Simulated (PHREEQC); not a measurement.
Solution (46 °C): 0.0011 mol/kgw NH3 and 0.00057 mol/kgw Na2CO3. Closed to the air; pH follows from the charge balance.

Equilibrium calculation in PHREEQC: ion-association model, phreeqc.dat.

This is a speciation only: nothing precipitates in the calculation.

### Question
What pH, specific conductance does the model give?

### Answer
pH 9.95; specific conductance 272 µS/cm.

### Question
In which forms is N present?

### Answer
NH3 95 %, NH4+ 5.0 % of the N.

Away from 25 °C the constants follow the database's enthalpies or fits; those with neither stay at their 25 °C values.
